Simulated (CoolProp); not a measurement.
Vapour-liquid equilibrium of CH2F2 (R32) (1) + R123 (2) at -21.55 °C; x and y are mole fractions of (1).

The numbers come from the multi-fluid Helmholtz-energy mixture model, Tillner-Roth 1997 and Younglove 1994; pair parameters Bell 2016 in CoolProp.

```csv
x,bubble pressure (MPa),y at the bubble point,dew pressure at overall composition x (MPa),liquid density (mol/L)
0.05,0.03964,0.731,0.01159,___
0.15,0.09388,___,0.01294,11.26
0.25,0.1419,0.935,0.01464,11.97
0.35,0.1827,0.954,0.01685,12.76
0.45,0.2172,0.965,___,13.65
0.55,0.2470,___,0.02416,14.66
0.65,___,___,0.03083,15.81
0.75,0.3014,___,0.04257,17.14
0.85,0.3305,0.989,0.06867,18.70
0.95,0.3637,0.996,0.1730,___
```

Q: What belongs in the gaps?

A: 
- 0.05, liquid density (mol/L): 10.61
- 0.15, y at the bubble point: 0.894
- 0.45, dew pressure at overall composition x (MPa): 0.01986
- 0.55, y at the bubble point: 0.972
- 0.65, bubble pressure (MPa): 0.2744
- 0.65, y at the bubble point: 0.978
- 0.75, y at the bubble point: 0.984
- 0.95, liquid density (mol/L): 20.56

No azeotrope shows between x = 0.05 and 0.95.

The pair parameters rest on a limited set of measurements; away from them the model extrapolates.
